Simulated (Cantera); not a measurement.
An adiabatic, constant-pressure homogeneous reactor starts with CH4 : O2 : N2 = 1 : 0.952 : 3.58 (molar parts), equivalence ratio 2.1, at 1150 K and 750 Torr. Integrator tolerance rtol = 1e-08.

Model: GRI-Mech 3.0 (53 species, 325 reactions), integrated in Cantera.

Task: What does this change do: initial temperature 1150 to 1050 K?

Result: 
```json
[
 {"quantity": "time of steepest temperature rise", "before": "0.145 s", "after": "0.713 s"},
 {"quantity": "temperature at 0.800 s", "before": "2174 K", "after": "2088 K"},
 {"quantity": "equilibrium temperature", "before": "2174 K", "after": "2089 K"},
 {"quantity": "x(CH4) at 0.800 s", "before": "1.02e-10 (gas-phase equilibrium 1.16e-10)", "after": "1.95e-10 (gas-phase equilibrium 1.94e-10)"},
 {"quantity": "x(O2) at 0.800 s", "before": "4.09e-7 (gas-phase equilibrium 4.09e-7)", "after": "1.28e-7 (gas-phase equilibrium 1.29e-7)"},
 {"quantity": "x(H2O2) at 0.800 s", "before": "2.42e-10 (gas-phase equilibrium 2.42e-10)", "after": "1.05e-10 (gas-phase equilibrium 1.05e-10)"},
 {"quantity": "x(O) at 0.800 s", "before": "1.47e-6 (gas-phase equilibrium 1.47e-6)", "after": "4.62e-7 (gas-phase equilibrium 4.63e-7)"},
 {"quantity": "x(HCN) at 0.800 s", "before": "1.42e-7 (gas-phase equilibrium 1.39e-7)", "after": "1.04e-6 (gas-phase equilibrium 1.42e-7)"},
 {"quantity": "x(OH) at 0.800 s", "before": "0.000183 (gas-phase equilibrium 0.000183)", "after": "9.48e-5 (gas-phase equilibrium 9.50e-5)"}
]
```

Task: What does this change do: initial temperature 1150 to 1200 K?

Result: 
| quantity | before | after |
|---|---|---|
| time of steepest temperature rise | 0.145 s | 69.6 ms |
| temperature at 0.800 s | 2174 K | 2216 K |
| equilibrium temperature | 2174 K | 2216 K |
| x(CH4) at 0.800 s | 1.02e-10 (gas-phase equilibrium 1.16e-10) | 8.04e-11 (gas-phase equilibrium 9.16e-11) |
| x(O2) at 0.800 s | 4.09e-7 (gas-phase equilibrium 4.09e-7) | 7.02e-7 (gas-phase equilibrium 7.02e-7) |
| x(H2O2) at 0.800 s | 2.42e-10 (gas-phase equilibrium 2.42e-10) | 3.57e-10 (gas-phase equilibrium 3.57e-10) |
| x(O) at 0.800 s | 1.47e-6 (gas-phase equilibrium 1.47e-6) | 2.52e-6 (gas-phase equilibrium 2.52e-6) |
| x(HCN) at 0.800 s | 1.42e-7 (gas-phase equilibrium 1.39e-7) | 1.37e-7 (gas-phase equilibrium 1.37e-7) |
| x(OH) at 0.800 s | 0.000183 (gas-phase equilibrium 0.000183) | 0.000249 (gas-phase equilibrium 0.000249) |
